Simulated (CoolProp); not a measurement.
Decamethylcyclopentasiloxane (D5) along the isotherm 346.85 °C: fugacity coefficient from the reference equation and from simpler models built on Tc = 345.1 °C, pc = 1.078 MPa, ω = 0.631; each cubic takes its own stable root.

Computed with CoolProp (reference Helmholtz-energy equation of state, Thol 2019).

```tsv
p (MPa)	phase	reference
0.674	gas	0.7853
1.35	supercritical	0.5486
2.02	supercritical	0.4039
2.69	supercritical	0.3317
3.37	supercritical	0.2888
4.04	supercritical	0.2618
4.71	supercritical	0.2435
5.39	supercritical	0.2307
```

Question: How far does each simpler model (van der Waals, Redlich-Kwong, Soave-Redlich-Kwong, Peng-Robinson) lie from the reference over these 8 states: mean and median of the absolute difference, and the worst?

Answer: 
- van der Waals: mean 21.2 %, median 21.5 %, worst +37.8 % at 346.85 °C and 5.39 MPa
- Redlich-Kwong: mean 7.9 %, median 8.5 %, worst +12.9 % at 346.85 °C and 5.39 MPa
- Soave-Redlich-Kwong: mean 8.4 %, median 9.1 %, worst +13.6 % at 346.85 °C and 5.39 MPa
- Peng-Robinson: mean 1.7 %, median 1.9 %, worst +2.6 % at 346.85 °C and 5.39 MPa
